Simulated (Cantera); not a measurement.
Feed: 1 mol SiO2, 0.46 mol MgCl2, 0.47 mol O2, equilibrated at 1573 K.

These are equilibrium values from Cantera (NASA tables, ideal gas, pure condensed phases), not measurements of a reactor. Candidate condensed phases: Mg, MgCl2, MgO, MgSiO3, Mg2SiO4, Si, SiO2; 20 gas species. Mutual solubility and eutectic melting of coexisting phases are not modelled. The tables hold silica as quartz up to 1696 K and as liquid above; real silica turns to tridymite and cristobalite and melts near 1996 K. Condensed phases not in the tables: alloys, solid solutions and most ternary compounds. Equilibrium is a limit: real reactors are often held back by kinetics, nucleation or transport.

Question: At 0.0750 Torr, list the 5 most abundant gas species with their mole fractions, and the condensed phases.

Answer: Cl 0.722, O2 0.232, MgCl2 0.0395, Cl2 0.00598, O 0.000503. Condensed: MgSiO3(s) + SiO2(β-quartz).
